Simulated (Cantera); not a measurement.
Equilibrium for iron carbonyl, mercury and lead vapours: PbO + N₂

Input: 1 mol PbO, 0.13 mol N₂, held at 100 Torr.

Method: chemical equilibrium by Gibbs-energy minimisation in Cantera with the NASA 1993 tables (ideal gas, pure condensed phases). Candidate condensed phases: Pb, PbO, PbO₂, Pb₃O₄; 12 gas species. The numbers say what is thermodynamically allowed, not how fast it happens.

| T (K) | x N₂ | x PbO | x Pb | x O₂ | x NO | n PbO(red) | n PbO(yellow) |
|---|---|---|---|---|---|---|---|
| 500 | 1.00 | <1e-12 | <1e-12 | <1e-12 | <1e-12 | 1.00 | 0 |
| 550 | 1.00 | <1e-12 | <1e-12 | <1e-12 | <1e-12 | 1.00 | 0 |
| 600 | 1.00 | <1e-12 | <1e-12 | 1.03e-12 | <1e-12 | 1.00 | 0 |
| 650 | 1.00 | <1e-12 | <1e-12 | <1e-12 | <1e-12 | 1.00 | 0 |
| 700 | 1.00 | 1.24e-12 | <1e-12 | <1e-12 | <1e-12 | 1.00 | 0 |
| 750 | 1.00 | 3.14e-11 | 9.86e-12 | 3.19e-12 | 3.52e-12 | 1.00 | 0 |
| 800 | 1.00 | 5.25e-10 | 1.42e-10 | 5.31e-11 | 3.59e-11 | 0 | 1.00 |
| 850 | 1.00 | 6.24e-9 | 1.49e-9 | 6.34e-10 | 2.78e-10 | 0 | 1.00 |
| 900 | 1.00 | 5.60e-8 | 1.23e-8 | 5.34e-9 | 1.66e-9 | 0 | 1.00 |
| 950 | 1.000 | 3.96e-7 | 8.09e-8 | 3.63e-8 | 8.22e-9 | 0 | 1.00 |
| 1000 | 1.000 | 2.29e-6 | 4.39e-7 | 2.03e-7 | 3.46e-8 | 0 | 1.00 |
| 1050 | 1.000 | 1.11e-5 | 2.02e-6 | 9.49e-7 | 1.26e-7 | 0 | 1.000 |
| 1100 | 1.000 | 4.65e-5 | 8.10e-6 | 3.85e-6 | 4.10e-7 | 0 | 1.000 |
x: gas mole fraction; n: condensed amount in mol.

From 500 K to 750 K the condensed part is PbO(red). From 800 K to 1100 K the condensed part is PbO(yellow).
